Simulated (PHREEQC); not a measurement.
Dissolve 0.049 mol CdSO4 and 0.00038 mol NaOH per kg of water at 80 °C. Closed to the air; pH follows from the charge balance.

Equilibrium calculation in PHREEQC: ion-association model, wateq4f.dat.

Q: The ionic strength comes out as 0.0972 mol/kgw. What activity coefficients do CdOH+, NaSO4-, Cd(SO4)2-2, Cd2OH+3, Na+ get?

A: CdOH+ 0.76, NaSO4- 0.77, Cd(SO4)2-2 0.33, Cd2OH+3 0.085, Na+ 0.76.

Precipitation was switched off in this run. Constants without temperature data keep their 25 °C values here.
